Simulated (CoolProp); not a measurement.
R113 along the isobar 5140 kPa: fugacity coefficient from the reference equation and from simpler models built on Tc = 214.1 °C, pc = 3392 kPa, ω = 0.253; each cubic takes its own stable root.

Model: reference Helmholtz-energy equation of state, Marx 1992, in CoolProp.

```
T (°C)          phase  reference
------  -------------  ---------
134.45         liquid     0.1785
140.65         liquid     0.1972
146.75         liquid     0.2167
152.95         liquid     0.2374
159.05         liquid     0.2588
165.25         liquid     0.2813
171.45         liquid     0.3047
177.55         liquid     0.3284
183.75         liquid     0.3532
189.85         liquid     0.3781
196.05         liquid     0.4039
202.25         liquid     0.4301
208.35         liquid     0.4560
214.55  supercritical     0.4824
220.65  supercritical     0.5081
226.85  supercritical     0.5339
```

### Question
How far does each simpler model (van der Waals, Redlich-Kwong) lie from the reference over these 16 states: mean and median of the absolute difference, and the worst?

### Answer
- van der Waals: mean 31.5 %, median 27.1 %, worst +73.6 % at 134.45 °C and 5140 kPa
- Redlich-Kwong: mean 10.0 %, median 9.1 %, worst +22.9 % at 134.45 °C and 5140 kPa
